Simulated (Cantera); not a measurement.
Cantera run:

```python
import numpy as np
import cantera as ct

gas_names = """
    CL CL2 H HCL H2 Si SiCL SiCL2 SiCL3 SiCL4 SiH SiHCL3 SiH2 SiH2CL2 SiH3 SiH3CL SiH4 Si2 Si3
""".split()
cond_names = """
    Si(cr) Si(L)
""".split()


def load(file, names, dense=False):
    # The tables refer to 1 bar. Condensed volumes are neglected.
    table = {s.name: s for s in ct.Species.list_from_file(file)}
    out = []
    for n in names:
        d = dict(table[n].input_data)
        d["thermo"] = dict(d["thermo"], **{"reference-pressure": 1e5})
        if dense:
            d["equation-of-state"] = {"model": "constant-volume", "density": "1e6 g/cm^3"}
        out.append(ct.Species.from_dict(d))
    return out


gas = ct.Solution(thermo="ideal-gas", species=load("nasa_gas.yaml", gas_names))
cond = {s.name: ct.Solution(thermo="fixed-stoichiometry", species=[s], name=s.name)
        for s in load("nasa_condensed.yaml", cond_names, dense=True)}
atoms = {
    'SiH2Cl2': {'Si': 1, 'H': 2, 'CL': 2},
    'Cl2': {'CL': 2},
    'H2': {'H': 2},
}
top_T = {}  # K; cautious upper limits of use, not melting points


def equilibrate(T, P, feed):
    n = {}
    for name, mol in feed.items():
        for a, k in atoms[name].items():
            n[a] = n.get(a, 0.0) + k * mol
    gas.TPX = T, P, n
    mass = sum(n.values()) * gas.mean_molecular_weight
    gas.equilibrate("TP")
    valid = [c for c in cond.values() if c.min_temp <= T <= top_T.get(c.name, c.max_temp)]
    mix = ct.Mixture([(gas, mass / gas.mean_molecular_weight)] + [(c, 0.0) for c in valid])
    mix.T, mix.P = T, P
    mix.equilibrate("TP", solver="vcs", rtol=1e-11, max_steps=5000)
    return mix


results = []
feed = {'SiH2Cl2': 1, 'Cl2': 0.0038, 'H2': 85}  # mol
P = 13332.2  # Pa
for T in [973, 1073, 1173, 1273, 1373, 1473, 1573, 1673]:
    mix = equilibrate(T, P, feed)
    results.append((T, P, feed, dict(zip(mix.species_names, mix.species_moles))))

top = {s: max(r[3][s] / sum(r[3][g] for g in gas_names) for r in results) for s in gas_names}
cols = sorted((s for s in top if top[s] > 0.0001), key=lambda s: -top[s])[:8]
seen = [c for c in cond_names if any(r[3].get(c, 0) > 1e-12 for r in results)]
print("log10 of partial pressures in bar; condensed amounts in mol")
print(f"{'T/K':>10s}" + "".join(f"{s[:9]:>10s}" for s in cols + seen))
for T, P, feed, n in results:
    ng = sum(n[g] for g in gas_names)
    print(f"{T:10.4g}" + "".join(f"{np.log10(max(n[s] / ng * P / 1e5, 1e-99)):10.3f}" for s in cols)
          + "".join(f"{n.get(c, 0):10.4g}" for c in seen))
```

Output:

```
log10 of partial pressures in bar; condensed amounts in mol
       T/K        H2       HCL     SiCL4    SiHCL3     SiCL2         H   SiH2CL2     SiCL3    Si(cr)
       973    -0.880    -3.082    -3.490    -3.538    -5.078    -9.406    -4.568    -5.013    0.5721
      1073    -0.882    -2.792    -3.735    -3.737    -4.413    -8.295    -4.671    -4.676    0.7077
      1173    -0.884    -2.630    -4.247    -4.133    -4.019    -7.370    -4.913    -4.630    0.8291
      1273    -0.884    -2.577    -5.012    -4.717    -3.857    -6.589    -5.282    -4.843    0.8774
      1373    -0.885    -2.568    -5.806    -5.322    -3.792    -5.920    -5.668    -5.132     0.884
      1473    -0.885    -2.568    -6.524    -5.868    -3.754    -5.340    -6.017    -5.406    0.8804
      1573    -0.885    -2.570    -7.157    -6.349    -3.726    -4.833    -6.324    -5.652    0.8746
      1673    -0.885    -2.573    -7.716    -6.774    -3.704    -4.386    -6.595    -5.870     0.868
```

Equilibrium computed with Cantera from the NASA thermochemical tables; the gas is ideal and each condensed phase is pure. The tables' values for SiCl3 are old estimates; treat these amounts as uncertain. Gases not in the tables: Si2H6 and higher silanes.
